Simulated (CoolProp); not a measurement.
A single-stage vapour-compression cycle with the fluid: evaporating at 261.15 K (dew point), condensing at 281.15 K (bubble point), superheat 8 K, subcooling 5 K, compressor efficiency 0.7, no pressure losses. The same conditions are run with several fluids, on thermodynamics alone (safety and materials aside).

Values from CoolProp's reference Helmholtz-energy equation of state of each fluid (R407C: Lemmon 2003; isobutene: Lemmon 2005; R227EA: Lemmon 2016; CH3F (R41): Lemmon 2006; R143a: Lemmon and Jacobsen 2000; propane: Lemmon 2009). Blends and air are pseudo-pure fits.

```tsv
fluid	cooling COP	pressure ratio	discharge temperature (K)	refrigerating effect (kJ/kg)	volumetric capacity (kJ/m³)
R407C	6.38	2.47	314.2	206	2540
isobutene	8.79	2.12	298.9	375	807
R227EA	8.70	2.14	289.6	119	1160
CH3F (R41)	7.81	1.74	314.3	343	9430
R143a	8.48	1.88	298.5	185	3270
propane	8.61	1.86	299.6	367	2530
```
